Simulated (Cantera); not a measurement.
Charge: 1 mol H₂S, 0.017 mol O₂, 0.14 mol H₂, equilibrated at 2998 K and 10000 Pa.

These are equilibrium values from Cantera (NASA tables, ideal gas, pure condensed phases), not measurements of a reactor. Candidate condensed phases: H₂O, H₂SO₄, S; 19 gas species. Rates play no part.

Base state: H₂ 0.336, H 0.288, S 0.226, S₂ 0.0806, SH 0.0511, SO 0.00932, H₂O 0.00404, H₂S 0.00292 (mole fractions); condensed: gas only.

What changes in the equilibrium state with this change: H₂ from 0.14 to 1.1 mol?


```tsv
species	before	after
H₂	0.336	0.422
H	0.288	0.323
S	0.226	0.161
S₂	0.0806	0.0409
SH	0.0511	0.0408
S₂O	3.15e-5	1.15e-5
SO₂	8.05e-5	2.99e-5
SO	0.00932	0.00479
O	0.000602	0.000434
```
